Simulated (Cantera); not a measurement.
# MgSO4 + H2O (calcination and drying)

A closed system holds: 1 mol MgSO4, 0.019 mol H2O, held at 17.0 mbar.

Method: chemical equilibrium by Gibbs-energy minimisation in Cantera with the NASA 1993 tables (ideal gas, pure condensed phases). Candidate condensed phases: H2O, H2SO4, Mg, MgO, Mg(OH)2, MgS, MgSO4, S; 26 gas species. Mutual solubility and eutectic melting of coexisting phases are not modelled. The numbers say what is thermodynamically allowed, not how fast it happens.

From 875 K to 950 K the condensed part is MgSO4(s). From 975 K to 1125 K the condensed part is MgO(s) + MgSO4(s). From 1150 K to 1175 K the condensed part is MgO(s).

```json
[
 {"T (K)": "875", "x H2O": "1.000", "x SO2": "0.000197", "x O2": "9.87e-5", "x SO3": "2.48e-6", "x OH": "9.10e-9", "x H2SO4": "8.58e-10", "n MgSO4(s)": "1.000", "n MgO(s)": "0"},
 {"T (K)": "900", "x H2O": "0.999", "x SO2": "0.000517", "x O2": "0.000258", "x SO3": "7.23e-6", "x OH": "2.15e-8", "x H2SO4": "1.76e-9", "n MgSO4(s)": "1.000", "n MgO(s)": "0"},
 {"T (K)": "925", "x H2O": "0.998", "x SO2": "0.00128", "x O2": "0.000641", "x SO3": "1.98e-5", "x OH": "4.85e-8", "x H2SO4": "3.48e-9", "n MgSO4(s)": "1.000", "n MgO(s)": "0"},
 {"T (K)": "950", "x H2O": "0.995", "x SO2": "0.00303", "x O2": "0.00151", "x SO3": "5.16e-5", "x OH": "1.05e-7", "x H2SO4": "6.61e-9", "n MgSO4(s)": "1.000", "n MgO(s)": "0"},
 {"T (K)": "975", "x H2O": "0.990", "x SO2": "0.00684", "x O2": "0.00342", "x SO3": "0.000127", "x OH": "2.17e-7", "x H2SO4": "1.21e-8", "n MgSO4(s)": "1.000", "n MgO(s)": "0.000134"},
 {"T (K)": "1000", "x H2O": "0.977", "x SO2": "0.0148", "x O2": "0.00740", "x SO3": "0.000300", "x OH": "4.31e-7", "x H2SO4": "2.13e-8", "n MgSO4(s)": "1.000", "n MgO(s)": "0.000294"},
 {"T (K)": "1025", "x H2O": "0.953", "x SO2": "0.0308", "x O2": "0.0154", "x SO3": "0.000676", "x OH": "8.24e-7", "x H2SO4": "3.61e-8", "n MgSO4(s)": "0.999", "n MgO(s)": "0.000628"},
 {"T (K)": "1050", "x H2O": "0.906", "x SO2": "0.0618", "x O2": "0.0309", "x SO3": "0.00146", "x OH": "1.51e-6", "x H2SO4": "5.79e-8", "n MgSO4(s)": "0.999", "n MgO(s)": "0.00133"},
 {"T (K)": "1075", "x H2O": "0.817", "x SO2": "0.120", "x O2": "0.0600", "x SO3": "0.00305", "x OH": "2.60e-6", "x H2SO4": "8.60e-8", "n MgSO4(s)": "0.997", "n MgO(s)": "0.00286"},
 {"T (K)": "1100", "x H2O": "0.655", "x SO2": "0.226", "x O2": "0.113", "x SO3": "0.00615", "x OH": "4.13e-6", "x H2SO4": "1.11e-7", "n MgSO4(s)": "0.993", "n MgO(s)": "0.00672"},
 {"T (K)": "1125", "x H2O": "0.370", "x SO2": "0.412", "x O2": "0.206", "x SO3": "0.0120", "x OH": "5.35e-6", "x H2SO4": "9.86e-8", "n MgSO4(s)": "0.978", "n MgO(s)": "0.0218"},
 {"T (K)": "1150", "x H2O": "0.0126", "x SO2": "0.646", "x O2": "0.323", "x SO3": "0.0188", "x OH": "1.61e-6", "x H2SO4": "4.30e-9", "n MgSO4(s)": "0", "n MgO(s)": "1.00"},
 {"T (K)": "1175", "x H2O": "0.0126", "x SO2": "0.648", "x O2": "0.324", "x SO3": "0.0152", "x OH": "2.32e-6", "x H2SO4": "2.86e-9", "n MgSO4(s)": "0", "n MgO(s)": "1.00"}
]
```
x: gas mole fraction; n: condensed amount in mol.
